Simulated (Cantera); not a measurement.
Cantera run:

```python
import numpy as np
import cantera as ct

gas_names = """
    H H2 Si SiH SiH2 SiH3 SiH4 Si2 Si3
""".split()
cond_names = """
    Si(cr) Si(L)
""".split()


# ... load() reads the species with a 1 bar reference pressure and builds the phases ...
atoms = {
    'Si3H8': {'Si': 3, 'H': 8},
    'H2': {'H': 2},
}
top_T = {}  # K; cautious upper limits of use, not melting points


# ... equilibrate(T, P, feed) seeds the gas with the atoms and calls Mixture.equilibrate('TP', solver="vcs", rtol=1e-11, max_steps=5000) ...
results = []
feed = {'Si3H8': 1, 'H2': 37}  # mol
T = 1273.15  # K
P = 10000  # Pa
mix = equilibrate(T, P, feed)
results.append((T, P, feed, dict(zip(mix.species_names, mix.species_moles))))
print(gas.report(threshold=0.0001))
for i in range(1, mix.n_phases):
    print(f"{mix.phase(i).name:16s} {mix.phase_moles(i):12.5e} mol")
```

Result:

```
       temperature   1273.2 K
          pressure   10000 Pa
           density   0.0019045 kg/m^3
  mean mol. weight   2.016 kg/kmol
   phase of matter   gas

                          1 kg             1 kmol
                     ---------------   ---------------
          enthalpy        1.4434e+07        2.9099e+07  J
   internal energy        9.1834e+06        1.8514e+07  J
           entropy             95641        1.9281e+05  J/K
    Gibbs function       -1.0733e+08       -2.1638e+08  J
 heat capacity c_p             15581             31412  J/K
 heat capacity c_v             11457             23097  J/K

                      mass frac. Y      mole frac. X     chem. pot. / RT
                     ---------------   ---------------   ---------------
                H2                 1                 1           -20.441
     [   +8 minor]         3.037e-06        2.3834e-06

Si(cr)            2.99999e+00 mol
```

Cantera equilibrium calculation (NASA polynomials, part measured and part estimated; ideal gas, pure solids and liquids). The feed counts by its element totals alone.
